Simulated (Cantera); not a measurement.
Roasting and sulfation: MgO + SO3 + CO2

Input: 1 mol MgO, 0.23 mol SO3, 0.24 mol CO2, at 7.50 Torr.

Method: chemical equilibrium by Gibbs-energy minimisation in Cantera with the NASA 1993 tables (ideal gas, pure condensed phases). Candidate condensed phases: C, Mg, MgCO3, MgO, MgS, MgSO4, S; 26 gas species. Mutual solubility and eutectic melting of coexisting phases are not modelled. Kinetics and transport are ignored.

From 673 K to 1073 K the condensed part is MgO(s) + MgSO4(s). From 1173 K to 1873 K the condensed part is MgO(s).

```
T (K)  x CO2     x SO2      x O2     x SO3  n MgO(s)  n MgSO4(s)
-----  -----  --------  --------  --------  --------  ----------
673     1.00   9.36e-9   4.85e-9  3.69e-11     0.770       0.230
773    1.000   3.40e-6   1.70e-6   2.56e-8     0.770       0.230
873    1.000  0.000310  0.000155   3.86e-6     0.770       0.230
973    0.983    0.0109   0.00546  0.000202     0.773       0.227
1073   0.705     0.194    0.0968   0.00490     0.838       0.162
1173   0.411     0.389     0.194   0.00551      1.00           0
1273   0.411     0.391     0.196   0.00255      1.00           0
1373   0.411     0.392     0.196   0.00132      1.00           0
1473   0.410     0.393     0.196  0.000748      1.00           0
1573   0.410     0.393     0.196  0.000456      1.00           0
1673   0.410     0.393     0.197  0.000296      1.00           0
1773   0.408     0.392     0.197  0.000202      1.00           0
1873   0.405     0.392     0.198  0.000143      1.00           0
```
x: gas mole fraction; n: condensed amount in mol.
